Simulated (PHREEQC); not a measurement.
Dissolve 0.114 mol NaBF4 per kg of water at 25 °C. Closed to the air; pH follows from the charge balance.

Model: ion-association model, phreeqc.dat, run in PHREEQC.

This is a speciation only: nothing precipitates in the calculation.

Question: Order these F species by the share of F that they hold, largest first: HF, BF3OH-, BF2(OH)2-, BF4-, F-.

Answer: BF4- (94 %), BF3OH- (3.3 %), HF (1.7 %), F- (0.75 %), BF2(OH)2- (0.38 %)

Question: Order these B species by the share of B that they hold, largest first: BF2(OH)2-, BF3OH-, H3BO3, BF4-.

Answer: BF4- (94 %), BF3OH- (4.4 %), H3BO3 (1.0 %), BF2(OH)2- (0.77 %)

The pH is 2.69 and the ionic strength 0.116 mol/kgw. Species that the database lacks are ignored. Real BF4- forms and hydrolyses slowly; the run takes it at equilibrium.
